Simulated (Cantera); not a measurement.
Cantera run:

```python
import numpy as np
import cantera as ct

gas_names = """
    Br Br2 H HBr H2 Si SiBr SiBr2 SiBr3 SiBr4 SiH SiHBr3 SiH2 SiH2Br2 SiH3 SiH3Br SiH4 Si2 Si3
""".split()
cond_names = """
    Br2(cr) Br2(L) Si(cr) Si(L)
""".split()


# ... load() reads the species with a 1 bar reference pressure and builds the phases ...
atoms = {
    'Si': {'Si': 1},
    'HBr': {'H': 1, 'Br': 1},
}
top_T = {}  # K; cautious upper limits of use, not melting points


# ... equilibrate(T, P, feed) seeds the gas with the atoms and calls Mixture.equilibrate('TP', solver="vcs", rtol=1e-11, max_steps=5000) ...
results = []
feed = {'Si': 1, 'HBr': 1.3}  # mol
T = 1025  # K
P = 10000  # Pa
mix = equilibrate(T, P, feed)
results.append((T, P, feed, dict(zip(mix.species_names, mix.species_moles))))
print(gas.report(threshold=0.0001))
for i in range(1, mix.n_phases):
    print(f"{mix.phase(i).name:16s} {mix.phase_moles(i):12.5e} mol")
```

Output:

```
       temperature   1025 K
          pressure   10000 Pa
           density   0.13593 kg/m^3
  mean mol. weight   115.84 kg/kmol
   phase of matter   gas

                          1 kg             1 kmol
                     ---------------   ---------------
          enthalpy       -8.0764e+05       -9.3559e+07  J
   internal energy       -8.8121e+05       -1.0208e+08  J
           entropy            2643.3        3.0621e+05  J/K
    Gibbs function       -3.5171e+06       -4.0743e+08  J
 heat capacity c_p            473.83             54890  J/K
 heat capacity c_v            402.05             46575  J/K

                      mass frac. Y      mole frac. X     chem. pot. / RT
                     ---------------   ---------------   ---------------
               HBr          0.035389          0.050667           -35.332
                H2          0.010866           0.62437           -20.341
             SiBr2          0.007667          0.004727           -54.037
             SiBr3         0.0060833         0.0026315           -79.199
             SiBr4           0.89636           0.29864           -104.36
            SiHBr3          0.042749          0.018423           -89.369
           SiH2Br2        0.00088082         0.0005373           -74.378
     [  +12 minor]        6.1506e-06        6.7818e-06

Br2(L)            0.00000e+00 mol
Si(cr)            6.79699e-01 mol
```

Cantera equilibrium calculation (NASA polynomials, part measured and part estimated; ideal gas, pure solids and liquids). The tables' values for SiBr3 are old estimates; treat these amounts as uncertain.
